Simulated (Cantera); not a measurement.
A Cantera script and its output.

```python
import numpy as np
import cantera as ct

gas = ct.Solution("h2o2.yaml")
gas.TPX = 475, 500000, {'H2': 1, 'O2': 0.333, 'N2': 1.25}
flame = ct.FreeFlame(gas, width=0.013)
flame.set_refine_criteria(ratio=3, slope=0.08, curve=0.16)
flame.transport_model = "mixture-averaged"
flame.solve(loglevel=0, auto=True)
z, T = flame.grid, flame.T
thick = (T[-1] - T[0]) / np.gradient(T, z).max()
show = ['H2', 'O2', 'HO2', 'H2O2', 'OH', 'O']
print(f"laminar burning velocity  {flame.velocity[0] * 100:.3f} cm/s")
print(f"burnt temperature         {T[-1]:.1f} K")
print(f"thermal thickness         {thick * 1e3:.4f} mm")
print(f"grid points               {len(z)}")
z0 = z[flame.heat_release_rate.argmax()]
print(f"{'z/mm':>9s}{'T/K':>9s}{'u/(m/s)':>9s}" + "".join(f"{s:>11s}" for s in show))
rows = []
for k in (-3, -2, -1.5, -1, -0.5, -0.25, 0, 0.25, 0.5, 1, 2, 4, 8):
    zz = z0 + k * thick
    rows.append([k * thick, np.interp(zz, z, T), np.interp(zz, z, flame.velocity),
                 *(np.interp(zz, z, flame.X[gas.species_index(s)]) for s in show)])
    print(f"{rows[-1][0] * 1e3:9.3f}{rows[-1][1]:9.1f}{rows[-1][2]:9.3f}" + "".join(f"{x:11.3e}" for x in rows[-1][3:]))
```

Output:

```
laminar burning velocity  618.476 cm/s
burnt temperature         2400.9 K
thermal thickness         0.0505 mm
grid points               109
     z/mm      T/K  u/(m/s)         H2         O2        HO2       H2O2         OH          O
   -0.151    475.0    6.185  3.871e-01  1.289e-01  2.064e-11  5.729e-13  2.706e-14  1.951e-12
   -0.101    475.0    6.185  3.871e-01  1.289e-01  1.583e-09  4.845e-11  1.628e-12  1.171e-10
   -0.076    475.0    6.185  3.871e-01  1.289e-01  2.324e-08  7.333e-10  1.946e-11  1.359e-09
   -0.050    475.6    6.187  3.865e-01  1.291e-01  7.430e-07  2.430e-08  8.281e-10  2.795e-08
   -0.025    515.5    6.607  3.758e-01  1.305e-01  3.574e-04  1.454e-05  2.750e-05  5.798e-06
   -0.013    813.1   10.056  3.356e-01  1.241e-01  8.935e-04  9.446e-05  1.146e-03  2.363e-04
    0.000   1279.2   15.334  2.599e-01  9.328e-02  3.767e-04  3.331e-05  2.515e-03  2.072e-03
    0.013   1619.1   19.169  1.845e-01  4.676e-02  1.638e-04  4.783e-06  5.604e-03  4.112e-03
    0.025   1801.9   21.207  1.454e-01  1.889e-02  6.257e-05  2.532e-06  7.957e-03  3.902e-03
    0.050   1966.0   22.959  1.293e-01  4.474e-03  1.423e-05  1.325e-06  9.422e-03  2.775e-03
    0.101   2104.4   24.363  1.317e-01  1.641e-03  5.329e-06  6.995e-07  8.794e-03  1.681e-03
    0.202   2216.9   25.462  1.359e-01  7.978e-04  2.591e-06  3.893e-07  6.977e-03  8.418e-04
    0.404   2299.2   26.243  1.390e-01  3.327e-04  1.067e-06  2.086e-07  4.867e-03  3.498e-04
```

Computed with Cantera and the H2/O2 subset of GRI-Mech 3.0, which has no nitrogen chemistry. The hydrogen kinetics of GRI-Mech 3.0 are dated; newer H2 mechanisms differ, most at raised pressure. Burning velocities carry a grid error of a few per cent, more on coarse grids.
